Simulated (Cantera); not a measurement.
## FeS + H₂ + H₂O (hydrogen reduction and annealing atmospheres)

Input: 1 mol FeS, 2100 mol H₂, 5.9 mol H₂O, at 1.20 mbar.

Cantera equilibrium calculation (NASA polynomials, part measured and part estimated; ideal gas, pure solids and liquids). Candidate condensed phases: Fe, FeO, Fe(OH)₂, Fe(OH)₃, FeS, FeSO₄, FeS₂, Fe₂O₃, Fe₂(SO₄)₃, Fe₃O₄, H₂O, H₂SO₄, S; 22 gas species. The numbers say what is thermodynamically allowed, not how fast it happens.

```csv
T (K),x H₂,x H₂O,x H₂S,x H,x SH,n Fe(α),n Fe(γ)
950,0.997,0.00280,0.000475,1.60e-8,2.93e-8,1.00,0
975,0.997,0.00280,0.000475,3.30e-8,4.99e-8,1.00,0
1000,0.997,0.00280,0.000475,6.54e-8,8.28e-8,1.00,0
1025,0.997,0.00280,0.000475,1.26e-7,1.34e-7,1.00,0
1050,0.997,0.00280,0.000475,2.34e-7,2.12e-7,1.00,0
1075,0.997,0.00280,0.000474,4.23e-7,3.29e-7,1.000,0
1100,0.997,0.00280,0.000474,7.45e-7,5.00e-7,1.000,0
1125,0.997,0.00280,0.000474,1.28e-6,7.46e-7,1.000,0
1150,0.997,0.00280,0.000473,2.15e-6,1.09e-6,1.000,0
1175,0.997,0.00280,0.000473,3.53e-6,1.57e-6,1.000,0
1200,0.997,0.00280,0.000472,5.69e-6,2.23e-6,0,1.000
1225,0.997,0.00280,0.000471,8.98e-6,3.12e-6,0,1.000
1250,0.997,0.00280,0.000469,1.39e-5,4.30e-6,0,1.000
1275,0.997,0.00280,0.000467,2.12e-5,5.84e-6,0,0.999
```
x: gas mole fraction; n: condensed amount in mol.

From 950 K to 1175 K the condensed part is Fe(α). From 1200 K to 1275 K the condensed part is Fe(γ).
